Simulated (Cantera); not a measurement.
Cantera run, input and output.

```python
import numpy as np
import cantera as ct

gas = ct.Solution("gri30.yaml")


def delay(T, t_max=10):
    gas.TPX = T, 87000, {'CH4': 1, 'C2H6': 0.11, 'O2': 3.02, 'N2': 8.15}
    reactor = ct.IdealGasReactor(gas, clone=False)
    net = ct.ReactorNet([reactor])
    net.rtol, net.atol = 1e-8, 1e-16
    while net.time < t_max:
        t_old, T_old = net.time, reactor.T
        net.step()
        if reactor.T > T + 400:  # ignition: a rise of 400 K
            return t_old + (T + 400 - T_old) / (reactor.T - T_old) * (net.time - t_old)
    return np.nan


taus = []
for T in [1098, 1148, 1198, 1248, 1298, 1348, 1398, 1448, 1498, 1548]:
    taus.append(delay(T))
    print(f"T0 = {T:6g} K   tau = {taus[-1]:.4e} s")
```

Output:

```
T0 =   1098 K   tau = 1.6617e-02 s
T0 =   1148 K   tau = 7.8869e-03 s
T0 =   1198 K   tau = 4.0885e-03 s
T0 =   1248 K   tau = 2.2580e-03 s
T0 =   1298 K   tau = 1.3047e-03 s
T0 =   1348 K   tau = 7.7981e-04 s
T0 =   1398 K   tau = 4.7946e-04 s
T0 =   1448 K   tau = 3.0290e-04 s
T0 =   1498 K   tau = 1.9685e-04 s
T0 =   1548 K   tau = 1.3181e-04 s
```

Cantera simulation using GRI-Mech 3.0 (53 species, 325 reactions); the numbers are that mechanism's predictions, not measurements.
